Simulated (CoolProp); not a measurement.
Vapour-liquid equilibrium of toluene (1) + n-dodecane (2) at 396.5 K; x and y are mole fractions of (1).

Computed with CoolProp (multi-fluid Helmholtz-energy mixture model, Lemmon 2006 and Lemmon 2004; pair parameters Bell 2016).

```
x     bubble pressure, mixture model (MPa)  bubble pressure, Raoult's law (MPa)  y, mixture model  y, Raoult's law
----  ------------------------------------  -----------------------------------  ----------------  ---------------
0.05                                   ___                              0.01254               ___            0.573
0.2                                0.02988                              0.03323               ___            0.864
0.35                               0.05112                              0.05393               ___            0.932
0.5                                    ___                              0.07462               ___            0.962
0.65                               0.09394                              0.09532             0.978            0.979
0.8                                    ___                               0.1160             0.990            0.990
0.95                                   ___                               0.1367             0.998            0.998
```

### Question
Some entries are withheld; supply them.

### Answer

- 0.05, bubble pressure, mixture model (MPa): 0.01096
- 0.05, y, mixture model: 0.508
- 0.2, y, mixture model: 0.848
- 0.35, y, mixture model: 0.928
- 0.5, bubble pressure, mixture model (MPa): 0.07272
- 0.5, y, mixture model: 0.961
- 0.8, bubble pressure, mixture model (MPa): 0.1150
- 0.95, bubble pressure, mixture model (MPa): 0.1363

The largest gap from Raoult's law is -12.6 % in bubble pressure, at x = 0.05. No azeotrope shows between x = 0.05 and 0.95.

Pair parameters are fitted to limited data, so mixtures are less certain than the pure fluids.
